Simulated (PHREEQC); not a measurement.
Model water analysis in mmol/kgw, 25 °C, pH 8.27, pe 2.2: Na 162; K 0.183; Ca 5.4; Mg 7.27; Cl 184; S(6) 6.22; Alkalinity (meq/kgw) 1; F 0.3; Fe(2) 1.42; Mn(2) 3.76.

Valence states are taken as typed.

All values are PHREEQC results (ion-association model, wateq4f.dat), not measurements.

Precipitation was switched off in this run.

Question: Order these Mg species by the share of Mg that they hold, largest first: MgSO4, MgHCO3+, MgF+, Mg+2.

Answer: Mg+2 (91 %), MgSO4 (8.1 %), MgF+ (0.49 %), MgHCO3+ (0.16 %)

Question: Order these C species by the share of C that they hold, largest first: HCO3-, FeCO3, MnHCO3+, NaHCO3, MnCO3.

Answer: HCO3- (56 %), MnCO3 (24 %), MnHCO3+ (4.4 %), FeCO3 (3.2 %), NaHCO3 (2.7 %)

The pH is 8.27 and the ionic strength 0.213 mol/kgw. The solution is supersaturated, for example in Rhodochrosite, Siderite, so a real one may precipitate; this is no full list. Fluoro complexes past AlF4- and FeF3 are missing from the database.
